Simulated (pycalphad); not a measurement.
All values are pycalphad results on the COST 507 light-alloy database (1999) (1 atm), not direct measurements. The data set is of 1999 and partly superseded. Phase fractions are per mole of atoms. Kinetics are ignored, which matters at the lower temperatures.

Question: Give the equilibrium state of Ti-0.62Si (at.%) at 800 K.

Answer: HCP_A3, fraction 0.990, with 0.38 Si at.%; SITI3, fraction 0.010, with 25.0 Si at.%.

Question: Give the equilibrium state of Ti-0.62Si (at.%) at 1925 K.

Answer: LIQUID, fraction 0.664, with 0.87 Si at.%; BCC_A2, fraction 0.336, with 0.12 Si at.%.

Database names, with the compositions (at.%) that they take in these runs: SITI3: Ti 75 Si 25. BCC_A2 is bcc; HCP_A3 is hcp.
